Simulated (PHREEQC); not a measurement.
A solution holds 0.1 mol/kgw HF, 3.3e-05 mol/kgw KF, 0.014 mol/kgw H2SiF6 and 1.8e-05 mol/kgw HCl, at 25 °C. Closed to the air; pH follows from the charge balance.

Equilibrium calculation in PHREEQC: ion-association model, wateq4f.dat.

The pH is 1.58, the ionic strength comes out as 0.0448 mol/kgw and the total alkalinity is -184 meq/kg.

```tsv
species	molality	activity	log γ
HF	0.0705	0.0712	0.004
H+	0.0308	0.0264	-0.066
SiF6-2	0.0140	0.00669	-0.320
H2F2	0.0131	0.0132	0.004
F-	0.00219	0.00180	-0.087
HF2-	0.000600	0.000491	-0.087
K+	3.30e-5	2.71e-5	-0.086
Cl-	1.80e-5	1.48e-5	-0.086
```

Precipitation was switched off in this run. Complexes and solids missing from the database can't appear. wateq4f.dat counts part of the HF as a dimer, H2F2, which phreeqc.dat doesn't know; its constant is uncertain. SiF6-2 is the database's only silicon fluoride.
